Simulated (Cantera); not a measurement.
An isothermal, constant-pressure homogeneous reactor starts with H2 : O2 = 0.0084 : 1 (molar parts), equivalence ratio 0.0042, at 1075 K and 0.00290 bar.

Computed with Cantera and the H2/O2 subset of GRI-Mech 3.0, which has no nitrogen chemistry. Radical loss at walls, strong at low pressure, is not modelled.

x: mole fraction; the columns are a selection and need not sum to one.

```
t (s)        x H2   x O2       x H     x H2O     x HO2       x O
--------  -------  -----  --------  --------  --------  --------
0.000300  0.00833  0.992  2.46e-11    <1e-12  3.52e-11  1.11e-11
0.000631  0.00833  0.992  3.86e-11  3.92e-12  7.42e-11  3.94e-11
0.00133   0.00833  0.992  5.66e-11  2.63e-11  1.56e-10  1.25e-10
0.00279   0.00833  0.992  9.46e-11  1.59e-10  3.29e-10  3.91e-10
0.00588   0.00833  0.992  2.27e-10  9.88e-10  6.93e-10   1.45e-9
0.0124    0.00833  0.992       [?]       [?]       [?]       [?]
0.0260    0.00833  0.992   2.98e-8   2.77e-7   3.52e-9   2.50e-7
0.0548    0.00801  0.991   2.72e-5  0.000241   2.49e-7  0.000213
0.115     9.86e-5  0.984  0.000570   0.00766   3.69e-7   0.00679
0.242     3.01e-5  0.985  0.000406   0.00789   2.93e-7   0.00671
0.510     2.69e-5  0.985  0.000342   0.00794   2.79e-7   0.00597
1.07          [?]  0.987       [?]   0.00802       [?]       [?]
2.26      1.45e-5  0.988  0.000132   0.00812   2.12e-7   0.00316
4.75      7.44e-6  0.990   4.84e-5   0.00822   1.55e-7   0.00161
10.0      2.88e-6  0.991   1.16e-5   0.00829   9.44e-8  0.000622
```

Fill in the missing entries.


- 0.0124, x H: 1.15e-9
- 0.0124, x H2O: 8.85e-9
- 0.0124, x HO2: 1.47e-9
- 0.0124, x O: 9.14e-9
- 1.07, x H2: 2.16e-5
- 1.07, x H: 0.000244
- 1.07, x HO2: 2.54e-7
- 1.07, x O: 0.00477
